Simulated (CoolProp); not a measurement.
Properties of R113 along the isotherm 500 K (Tc = 487.2 K, pc = 3392 kPa, ω = 0.253).

Model: reference Helmholtz-energy equation of state, Marx 1992, in CoolProp.

```tsv
p (kPa)	phase	Joule-Thomson coefficient (K/MPa)	expansivity (1/kK)
2120	gas	11.76	4.700
4240	supercritical	10.15	44.24
6360	supercritical	?	6.712
8480	supercritical	?	?
10600	supercritical	0.6015	3.430
12700	supercritical	0.3801	2.907
14800	supercritical	?	2.563
17000	supercritical	0.1265	?
```

### Question
Some entries are withheld; supply them.

### Answer

- 6360, Joule-Thomson coefficient (K/MPa): 1.924
- 8480, Joule-Thomson coefficient (K/MPa): 0.9937
- 8480, expansivity (1/kK): 4.367
- 14800, Joule-Thomson coefficient (K/MPa): 0.2346
- 17000, expansivity (1/kK): 2.306
